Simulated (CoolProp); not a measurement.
CH2F2 (R32) along the isotherm 260.1 K: fugacity coefficient from the reference equation and from simpler models built on Tc = 351.3 K, pc = 5.783 MPa, ω = 0.277; each cubic takes its own stable root.

The numbers come from the reference Helmholtz-energy equation of state, Tillner-Roth 1997 in CoolProp.

```
p (MPa)   phase  reference  van der Waals  Soave-Redlich-Kwong
-------  ------  ---------  -------------  -------------------
6.43     liquid        ___         0.2457                  ___
12.9     liquid        ___         0.1586              0.05304
19.3     liquid    0.03625            ___              0.04210
25.7     liquid    0.03111         0.1300              0.03744
32.1     liquid    0.02843         0.1320              0.03543
38.6     liquid    0.02700         0.1393              0.03485
45       liquid    0.02637         0.1506              0.03520
51.4     liquid    0.02625            ___              0.03625
57.8     liquid    0.02652         0.1849                  ___
```

Problem. What belongs in the gaps?

Solution. 
- 6.43, reference: 0.08275
- 6.43, Soave-Redlich-Kwong: 0.08917
- 12.9, reference: 0.04738
- 19.3, van der Waals: 0.1358
- 51.4, van der Waals: 0.1658
- 57.8, Soave-Redlich-Kwong: 0.03785
